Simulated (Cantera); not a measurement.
A Cantera script and what it prints.

```python
import numpy as np
import cantera as ct

gas_names = """
    C CO CO2 C2 C2O C3 C3O2 C4 C5 Mg MgO Mg2 O O2 O3
""".split()
cond_names = """
    C(gr) Mg(cr) Mg(L) MgCO3(s) MgO(s) MgO(L)
""".split()


# ... load() reads the species with a 1 bar reference pressure and builds the phases ...
atoms = {
    'MgO': {'Mg': 1, 'O': 1},
    'O2': {'O': 2},
    'CO2': {'C': 1, 'O': 2},
}
top_T = {'C(gr)': 4500}  # K; cautious upper limits of use, not melting points


# ... equilibrate(T, P, feed) seeds the gas with the atoms and calls Mixture.equilibrate('TP', solver="vcs", rtol=1e-11, max_steps=5000) ...
results = []
feed = {'MgO': 1, 'O2': 2, 'CO2': 3.2}  # mol
P = 1333.22  # Pa
for T in [600, 700, 800, 900, 1000, 1100, 1200, 1300, 1400, 1500, 1600, 1700, 1800, 1900]:
    mix = equilibrate(T, P, feed)
    results.append((T, P, feed, dict(zip(mix.species_names, mix.species_moles))))

top = {s: max(r[3][s] / sum(r[3][g] for g in gas_names) for r in results) for s in gas_names}
cols = sorted((s for s in top if top[s] > 1e-06), key=lambda s: -top[s])[:6]
seen = [c for c in cond_names if any(r[3].get(c, 0) > 1e-12 for r in results)]
print("log10 of partial pressures in bar; condensed amounts in mol")
print(f"{'T/K':>10s}" + "".join(f"{s[:9]:>10s}" for s in cols + seen))
for T, P, feed, n in results:
    ng = sum(n[g] for g in gas_names)
    print(f"{T:10.4g}" + "".join(f"{np.log10(max(n[s] / ng * P / 1e5, 1e-99)):10.3f}" for s in cols)
          + "".join(f"{n.get(c, 0):10.4g}" for c in seen))
```

Output:

```
log10 of partial pressures in bar; condensed amounts in mol
       T/K       CO2        O2        CO         O    MgO(s)
       600    -2.086    -2.290   -21.022   -19.715         1
       700    -2.086    -2.290   -17.495   -16.591         1
       800    -2.086    -2.290   -14.852   -14.243         1
       900    -2.086    -2.290   -12.798   -12.414         1
      1000    -2.086    -2.290   -11.156   -10.949         1
      1100    -2.086    -2.290    -9.815    -9.748         1
      1200    -2.086    -2.290    -8.699    -8.746         1
      1300    -2.086    -2.290    -7.756    -7.897         1
      1400    -2.086    -2.290    -6.949    -7.169         1
      1500    -2.086    -2.290    -6.251    -6.537         1
      1600    -2.086    -2.290    -5.641    -5.984         1
      1700    -2.087    -2.290    -5.105    -5.495         1
      1800    -2.088    -2.290    -4.629    -5.060         1
      1900    -2.091    -2.290    -4.207    -4.670         1
```

Equilibrium computed with Cantera from the NASA thermochemical tables; the gas is ideal and each condensed phase is pure.
